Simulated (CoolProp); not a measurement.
Vapour-liquid equilibrium of propane (1) + n-butane (2) at 277.4 K; x and y are mole fractions of (1).

Model: multi-fluid Helmholtz-energy mixture model, Lemmon 2009 and Bücker 2006; pair parameters Kunz 2012, in CoolProp.

| x | bubble pressure, mixture model (MPa) | bubble pressure, Raoult's law (MPa) | y, mixture model | y, Raoult's law |
|---|---|---|---|---|
| 0.05 | 0.1401 | 0.1418 | 0.174 | 0.190 |
| 0.125 | 0.1694 | 0.1732 | 0.363 | 0.389 |
| 0.2 | … | 0.2045 | 0.499 | 0.527 |
| 0.275 | 0.2292 | 0.2359 | 0.601 | 0.628 |
| 0.35 | 0.2598 | 0.2673 | … | 0.706 |
| 0.425 | 0.2906 | 0.2986 | 0.744 | 0.767 |
| 0.5 | … | 0.3300 | 0.797 | 0.817 |
| 0.575 | 0.3533 | 0.3613 | 0.840 | 0.858 |
| 0.65 | 0.3851 | 0.3927 | 0.878 | 0.892 |
| 0.725 | 0.4173 | 0.4241 | 0.910 | 0.922 |
| 0.8 | … | 0.4554 | 0.938 | 0.947 |
| 0.875 | 0.4828 | 0.4868 | 0.963 | 0.969 |
| 0.95 | … | 0.5182 | 0.986 | 0.988 |

Problem. What belongs in the gaps?

Solution. 
- 0.2, bubble pressure, mixture model (MPa): 0.1991
- 0.35, y, mixture model: 0.680
- 0.5, bubble pressure, mixture model (MPa): 0.3218
- 0.8, bubble pressure, mixture model (MPa): 0.4498
- 0.95, bubble pressure, mixture model (MPa): 0.5164

The largest gap from Raoult's law is -2.8 % in bubble pressure, at x = 0.275. No azeotrope shows between x = 0.05 and 0.95.

The pair parameters rest on a limited set of measurements; away from them the model extrapolates.
